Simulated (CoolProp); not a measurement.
A closed Brayton cycle with nitrogen: compressor inlet 330.15 K and 7.8 MPa, high pressure 24.4 MPa, turbine inlet 905 K, compressor efficiency 0.85, turbine efficiency 0.93, recuperator effectiveness 0.9 (on enthalpy, no pinch check). Each further row changes one setting.

The numbers come from the reference Helmholtz-energy equation of state, Span 2000 in CoolProp.

```
case                           thermal efficiency (%)  net work (kJ/kg)  compressor to turbine work  compressor exit (K)  turbine exit (K)
-----------------------------  ----------------------  ----------------  --------------------------  -------------------  ----------------
as stated                                        33.3              95.0                        0.64                481.7             684.9
turbine inlet 855 K                              30.3              80.7                        0.67                481.7             645.2
compressor inlet 340.15 K                        31.8              89.7                        0.66                496.1             684.9
high pressure 20.7 MPa                           34.7              89.5                        0.61                456.7             713.3
recuperator effectiveness 0.5                    25.4              95.0                        0.64                481.7             684.9
```
